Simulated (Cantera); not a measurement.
**Stirred combustor or abatement burner**

A perfectly stirred reactor is fed with 15.2 % CH4, 17.9 % O2, 67.0 % N2, equivalence ratio 1.7, at 530000 Pa; it is adiabatic with a 698 K inlet, and is followed from long to short residence time, starting on the burning branch (τ in s: 0.026, 0.011, 0.0045, 0.0019, 0.00078, 0.00032, 0.00013, 5.6e-05, 2.3e-05, 9.7e-06, 4e-06).

Model: GRI-Mech 3.0 (53 species, 325 reactions), integrated in Cantera.

| τ (s) | T (K) | x CH4 | x O2 | x NO | x C2H2 | x CH2O | x HCN | x OH |
|---|---|---|---|---|---|---|---|---|
| 0.026 | 2073 | 0.00233 | 0.000170 | 3.60e-5 | 0.00107 | 3.97e-6 | 6.13e-5 | 7.14e-5 |
| 0.011 | 2078 | 0.00353 | 0.000371 | 3.16e-5 | 0.00215 | 7.46e-6 | 7.65e-5 | 8.29e-5 |
| 0.0045 | 2083 | 0.00503 | 0.000820 | 2.51e-5 | 0.00357 | 1.42e-5 | 8.08e-5 | 0.000100 |
| 0.0019 | 2082 | 0.00675 | 0.00174 | 1.88e-5 | 0.00494 | 2.62e-5 | 7.53e-5 | 0.000122 |
| 0.00078 | 2070 | 0.00902 | 0.00376 | 1.23e-5 | 0.00605 | 5.02e-5 | 5.98e-5 | 0.000147 |
| 0.00032 | 2032 | 0.0127 | 0.00861 | 5.93e-6 | 0.00655 | 0.000103 | 3.35e-5 | 0.000163 |
| 0.00013 | 698 | 0.152 | 0.179 | <1e-12 | <1e-12 | <1e-12 | <1e-12 | <1e-12 |
| 5.6e-5 | 698 | 0.152 | 0.179 | <1e-12 | <1e-12 | <1e-12 | <1e-12 | <1e-12 |
| 2.3e-5 | 698 | 0.152 | 0.179 | <1e-12 | <1e-12 | <1e-12 | <1e-12 | <1e-12 |
| 9.7e-6 | 698 | 0.152 | 0.179 | <1e-12 | <1e-12 | <1e-12 | <1e-12 | <1e-12 |
| 4.0e-6 | 698 | 0.152 | 0.179 | <1e-12 | <1e-12 | <1e-12 | <1e-12 | <1e-12 |
x: mole fraction; the columns are a selection and need not sum to one.
